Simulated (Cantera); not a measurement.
Charge: 1 mol Cu₂O, 8 mol CO, 0.47 mol H₂, at 0.360 bar.

These are equilibrium values from Cantera (NASA tables, ideal gas, pure condensed phases), not measurements of a reactor. Candidate condensed phases: C, C₆H₆, C₇H₈, C₈H₁₈, Cu, CuO, Cu(OH)₂, Cu₂O, H₂O; 113 gas species. Kinetics and transport are ignored.

Q: What share of the Cu ends up in condensed phases as a function of T (°C), at 1177, 1252, 1327, 1402, 1477, 1552, 1627, 1702, 1777, 1852, 1927?

A: 
```
T (°C)  Cu condensed (%)     as
------  ----------------  -----
1177               100.0  Cu(l)
1252               100.0  Cu(l)
1327               100.0  Cu(l)
1402                99.9  Cu(l)
1477                99.6  Cu(l)
1552                99.1  Cu(l)
1627                98.1  Cu(l)
1702                95.9  Cu(l)
1777                91.8  Cu(l)
1852                84.2  Cu(l)
1927                70.3  Cu(l)
```
